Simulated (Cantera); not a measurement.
## Thermodynamics of chlorosilane synthesis and conversion, feed Si + HCl + H₂

Input: 1 mol Si, 4.6 mol HCl, 0.41 mol H₂, equilibrated at 1323 K and 1 atm.

These are equilibrium values from Cantera (NASA tables, ideal gas, pure condensed phases), not measurements of a reactor. Candidate condensed phases: Si; 19 gas species. The tables' values for SiCl₃ are old estimates; treat these amounts as uncertain. Equilibrium is a limit: real reactors are often held back by kinetics, nucleation or transport.

x(H₂): 0.552
x(HCl): 0.202
x(SiCl₄): 0.198
x(SiHCl₃): 0.0274
x(SiCl₃): 0.0145
x(SiCl₂): 0.00579
x(SiH₂Cl₂): 0.000543
x(SiH₃Cl): 3.04e-6
x(H): 1.17e-6
gas amount: 4.063 mol
log10 activity of Si(s) (absent): -1.54
